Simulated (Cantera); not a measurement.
Feed: 1 mol Si, 2.4 mol Br2, 78 mol H2, held at 1325 K and 0.00130 bar.

Equilibrium computed with Cantera from the NASA thermochemical tables; the gas is ideal and each condensed phase is pure. Candidate condensed phases: Br2, Si; 19 gas species. The tables' values for SiBr3 are old estimates; treat these amounts as uncertain. The numbers say what is thermodynamically allowed, not how fast it happens.

Base state: H2 0.945, HBr 0.0490, SiBr2 0.00506, Br 0.000486, H 4.41e-5, SiBr3 1.50e-5 (mole fractions); condensed: Si(s).

**Question.** What changes in the equilibrium state with this change: temperature from 1325 K to 948 K?

**Answer.** 
```json
[
 {"species": "H2", "before": "0.945", "after": "0.957"},
 {"species": "HBr", "before": "0.0490", "after": "0.0361"},
 {"species": "SiBr4", "before": "1.66e-6", "after": "0.00497"},
 {"species": "H", "before": "4.41e-5", "after": "1.42e-8"},
 {"species": "SiHBr3", "before": "1.00e-6", "after": "0.000340"},
 {"species": "Br", "before": "0.000486", "after": "1.45e-6"},
 {"species": "Si(s), mol", "before": "0.591", "after": "0.461"}
]
```
